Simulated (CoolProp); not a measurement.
Values from CoolProp's reference Helmholtz-energy equation of state, Leachman 2009.

Problem. For normal hydrogen, give the phase and the Joule-Thomson coefficient (K/MPa), conductivity (mW/(m K)) at 643.95 °C and 1.75 MPa.

Solution. 
- 643.95 °C and 1.75 MPa: supercritical; Joule-Thomson coefficient -0.589, conductivity 429

Thermal conductivity comes from a separate model (Assael 2011).
